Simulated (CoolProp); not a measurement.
Properties of sulfur hexafluoride along the isobar 0.4 MPa.

Computed with CoolProp (reference Helmholtz-energy equation of state, Guder 2009).

```json
[
 {"T (°C)": "-36.55", "phase": "liquid", "cv (kJ/(kg K))": "0.5538", "isothermal compressibility (1/MPa)": "0.003706", "expansivity (1/kK)": "3.009", "viscosity (µPa s)": "338", "conductivity (mW/(m K))": "73.0"},
 {"T (°C)": "-27.45", "phase": "gas", "cv (kJ/(kg K))": "0.5306", "isothermal compressibility (1/MPa)": "2.777", "expansivity (1/kK)": "5.572", "viscosity (µPa s)": "12.9", "conductivity (mW/(m K))": "9.23"},
 {"T (°C)": "-18.25", "phase": "gas", "cv (kJ/(kg K))": "0.5450", "isothermal compressibility (1/MPa)": "2.735", "expansivity (1/kK)": "?", "viscosity (µPa s)": "13.3", "conductivity (mW/(m K))": "9.89"},
 {"T (°C)": "-9.15", "phase": "gas", "cv (kJ/(kg K))": "0.5596", "isothermal compressibility (1/MPa)": "2.702", "expansivity (1/kK)": "4.795", "viscosity (µPa s)": "?", "conductivity (mW/(m K))": "10.6"},
 {"T (°C)": "0.05", "phase": "gas", "cv (kJ/(kg K))": "0.5744", "isothermal compressibility (1/MPa)": "2.676", "expansivity (1/kK)": "4.505", "viscosity (µPa s)": "?", "conductivity (mW/(m K))": "11.2"},
 {"T (°C)": "9.15", "phase": "gas", "cv (kJ/(kg K))": "0.5890", "isothermal compressibility (1/MPa)": "2.654", "expansivity (1/kK)": "4.261", "viscosity (µPa s)": "14.5", "conductivity (mW/(m K))": "11.9"},
 {"T (°C)": "18.35", "phase": "gas", "cv (kJ/(kg K))": "0.6034", "isothermal compressibility (1/MPa)": "2.636", "expansivity (1/kK)": "4.046", "viscosity (µPa s)": "15.0", "conductivity (mW/(m K))": "12.6"},
 {"T (°C)": "27.45", "phase": "gas", "cv (kJ/(kg K))": "0.6174", "isothermal compressibility (1/MPa)": "2.621", "expansivity (1/kK)": "3.860", "viscosity (µPa s)": "15.4", "conductivity (mW/(m K))": "13.3"},
 {"T (°C)": "36.65", "phase": "gas", "cv (kJ/(kg K))": "0.6312", "isothermal compressibility (1/MPa)": "2.608", "expansivity (1/kK)": "3.693", "viscosity (µPa s)": "15.8", "conductivity (mW/(m K))": "14.0"},
 {"T (°C)": "45.75", "phase": "gas", "cv (kJ/(kg K))": "0.6443", "isothermal compressibility (1/MPa)": "2.597", "expansivity (1/kK)": "3.544", "viscosity (µPa s)": "16.2", "conductivity (mW/(m K))": "14.7"},
 {"T (°C)": "54.95", "phase": "gas", "cv (kJ/(kg K))": "0.6572", "isothermal compressibility (1/MPa)": "2.588", "expansivity (1/kK)": "?", "viscosity (µPa s)": "16.7", "conductivity (mW/(m K))": "15.4"},
 {"T (°C)": "64.05", "phase": "gas", "cv (kJ/(kg K))": "0.6694", "isothermal compressibility (1/MPa)": "2.579", "expansivity (1/kK)": "?", "viscosity (µPa s)": "17.1", "conductivity (mW/(m K))": "16.1"}
]
```

**Question.** Complete the blanks.

**Answer.** 
- -18.25, expansivity (1/kK): 5.140
- -9.15, viscosity (µPa s): 13.7
- 0.05, viscosity (µPa s): 14.1
- 54.95, expansivity (1/kK): 3.408
- 64.05, expansivity (1/kK): 3.285

Viscosity comes from a separate model (Quiñones-Cisneros 2012). Thermal conductivity comes from a separate model (Assael 2012).
